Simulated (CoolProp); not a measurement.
Hexamethyldisiloxane (MM) along the isobar 2.95 MPa: Z from the reference equation and from simpler models built on Tc = 518.7 K, pc = 1.931 MPa, ω = 0.418; each cubic takes its own stable root.

Values from CoolProp's reference Helmholtz-energy equation of state, Thol 2016.

| T (K) | phase | reference |
|---|---|---|
| 218.2 | liquid | 0.3128 |
| 237.2 | liquid | 0.2943 |
| 256.2 | liquid | 0.2789 |
| 275.2 | liquid | 0.2659 |
| 294.2 | liquid | 0.2549 |
| 313.2 | liquid | 0.2457 |
| 332.2 | liquid | 0.2380 |
| 351.2 | liquid | 0.2316 |
| 370.2 | liquid | 0.2264 |
| 389.2 | liquid | 0.2225 |
| 408.2 | liquid | 0.2197 |
| 427.2 | liquid | 0.2182 |
| 446.3 | liquid | 0.2182 |
| 465.3 | liquid | 0.2201 |

How far does each simpler model (Redlich-Kwong, Peng-Robinson) lie from the reference over these 14 states: mean and median of the absolute difference, and the worst?


- Redlich-Kwong: mean 12.8 %, median 12.5 %, worst +15.3 % at 465.3 K and 2.95 MPa
- Peng-Robinson: mean 4.4 %, median 4.7 %, worst -5.9 % at 370.2 K and 2.95 MPa
